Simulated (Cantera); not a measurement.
# Stirred combustor or abatement burner

A perfectly stirred reactor is fed with 16.3 % CH3OH, 16.3 % O2, 61.3 % N2, 6.04 % H2O, equivalence ratio 1.5, at 100000 Pa; it is adiabatic with a 473 K inlet, and is followed from long to short residence time, starting on the burning branch (τ in s: 0.036, 0.017, 0.0078, 0.0037, 0.0017, 0.0008, 0.00038, 0.00018, 8.3e-05, 3.9e-05).

Model: GRI-Mech 3.0 (53 species, 325 reactions), integrated in Cantera. GRI-Mech 3.0 was tuned for natural gas; its chemistry of methanol as a main component is partial and can be far from experiment.

```
τ (s)    T (K)   x CH3OH      x O2  x CH2CO   x H2O    x CH2O
-------  -----  --------  --------  -------  ------  --------
0.036     1970   3.17e-6  0.000176  8.28e-9   0.264   2.86e-6
0.017     1959   5.06e-6  0.000297  1.24e-8   0.263   4.51e-6
0.0078    1944   8.47e-6  0.000503  1.97e-8   0.261   7.40e-6
0.0037    1926   1.44e-5  0.000816  3.23e-8   0.260   1.23e-5
0.0017    1905   2.61e-5   0.00133  5.95e-8   0.258   2.18e-5
0.00080   1883   4.95e-5   0.00215  1.24e-7   0.256   4.02e-5
0.00038   1857  0.000100   0.00362  3.09e-7   0.255   7.97e-5
0.00018   1817  0.000233   0.00691  1.01e-6   0.254  0.000181
8.3e-5     473     0.163     0.163   <1e-12  0.0604    <1e-12
3.9e-5     473     0.163     0.163   <1e-12  0.0604    <1e-12
```
x: mole fraction; the columns are a selection and need not sum to one.
